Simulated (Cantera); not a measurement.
A closed system holds: 1 mol SiO2, 0.35 mol Al2O3, 7.8 mol O2, at 1375 K and 1.00 Torr.

Cantera equilibrium calculation (NASA polynomials, part measured and part estimated; ideal gas, pure solids and liquids). Candidate condensed phases: Al, Al2O3, Al2SiO5, Al6Si2O13, Si, SiO2; 14 gas species. Mutual solubility and eutectic melting of coexisting phases are not modelled. The tables hold silica as quartz up to 1696 K and as liquid above; real silica turns to tridymite and cristobalite and melts near 1996 K. Condensed phases not in the tables: alloys, solid solutions and most ternary compounds. Rates play no part.

Base state: O2 1.000, O 1.74e-5 (mole fractions); condensed: Al6Si2O13(mullite) + SiO2(β-quartz).

Question: What changes in the equilibrium state with this change: temperature from 1375 K to 1125 K?

Answer: 
```tsv
species	before	after
O2	1.000	1.00
O	1.74e-5	1.26e-7
Al6Si2O13(mullite), mol	0.117	0
SiO2(β-quartz), mol	0.767	0.650
Al2SiO5(andalusite), mol	0	0.350
```
